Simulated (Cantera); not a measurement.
Equilibrium for silicon epitaxy and polysilicon growth: SiH₂Cl₂ + N₂

Input: 1 mol SiH₂Cl₂, a varied amount of N₂, equilibrated at 1325 K and 13300 Pa.

These are equilibrium values from Cantera (NASA tables, ideal gas, pure condensed phases), not measurements of a reactor. Candidate condensed phases: NH₄Cl, Si, Si₃N₄; 28 gas species. N₂ is the only nitrogen source here; it is nearly inert below about 1500 K, so the nitride shown seldom forms there in practice. The tables' values for SiCl₃ are old estimates; treat these amounts as uncertain. Rates play no part.

```tsv
n(N₂) (mol)	x N₂	x HCl	x H₂	x SiCl₄	x SiCl₃	x SiCl₂	n Si₃N₄(s)
26	0.932	0.0527	0.0102	0.00458	0.000494	0.000289	0.284
31	0.942	0.0452	0.00833	0.00370	0.000420	0.000259	0.286
36	0.950	0.0396	0.00699	0.00309	0.000366	0.000236	0.287
42	0.957	0.0345	0.00582	0.00255	0.000317	0.000214	0.288
49	0.963	0.0301	0.00484	0.00211	0.000275	0.000194	0.290
57	0.968	0.0262	0.00404	0.00175	0.000238	0.000176	0.291
67	0.972	0.0226	0.00333	0.00142	0.000204	0.000159	0.292
78	0.976	0.0197	0.00277	0.00117	0.000177	0.000144	0.294
91	0.979	0.0171	0.00230	0.000965	0.000152	0.000130	0.295
110	0.983	0.0143	0.00182	0.000756	0.000127	0.000115	0.296
120	0.984	0.0132	0.00164	0.000676	0.000116	0.000109	0.297
150	0.987	0.0107	0.00125	0.000505	9.36e-5	9.42e-5	0.298
170	0.989	0.00953	0.00107	0.000429	8.27e-5	8.67e-5	0.299
```
x: gas mole fraction; n: condensed amount in mol.

From 26 mol N₂ to 170 mol N₂ the condensed part is Si₃N₄(s). The main Si-bearing gas is SiCl₄ throughout. The share of Si in condensed phases is highest at 170 mol N₂ (89.7 %) and lowest at 26 mol N₂ (85.2 %).
